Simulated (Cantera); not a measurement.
Thermodynamics of silicon nitride deposition, feed SiCl4 + NH3

Feed: 1 mol SiCl4, 21 mol NH3, at 48.0 Pa.

These are equilibrium values from Cantera (NASA tables, ideal gas, pure condensed phases), not measurements of a reactor. Candidate condensed phases: NH4Cl, Si, Si3N4; 28 gas species. The tables' values for SiCl, SiCl3, SiN are old estimates; treat these amounts as uncertain. Gases not in the tables: Si2H6 and higher silanes. Rates play no part.

| T (K) | x H2 | x N2 | x H | x HCl | x Si | x SiCl2 | n Si3N4(s) | n Si(s) | n Si(l) |
|---|---|---|---|---|---|---|---|---|---|
| 1450 | 0.685 | 0.231 | 0.000357 | 0.0765 | 1.85e-6 | 0.00758 | 0.222 | 0 | 0 |
| 1550 | 0.686 | 0.238 | 0.00119 | 0.0579 | 6.92e-5 | 0.0163 | 0 | 0.274 | 0 |
| 1650 | 0.684 | 0.238 | 0.00343 | 0.0567 | 0.000558 | 0.0167 | 0 | 0.226 | 0 |
| 1750 | 0.677 | 0.237 | 0.00874 | 0.0571 | 0.00313 | 0.0160 | 0 | 0 | 0.118 |
| 1850 | 0.660 | 0.234 | 0.0200 | 0.0630 | 0.00909 | 0.0118 | 0 | 0 | 0 |
| 1950 | 0.632 | 0.230 | 0.0416 | 0.0710 | 0.0145 | 0.00592 | 0 | 0 | 0 |
| 2050 | 0.595 | 0.224 | 0.0799 | 0.0727 | 0.0179 | 0.00224 | 0 | 0 | 0 |
x: gas mole fraction; n: condensed amount in mol.

At 1450 K the condensed part is Si3N4(s). From 1550 K to 1650 K the condensed part is Si(s). At 1750 K the condensed part is Si(l). From 1850 K to 2050 K nothing is condensed. The main Si-bearing gas is SiCl2 at 1450 K and Si at 2050 K.
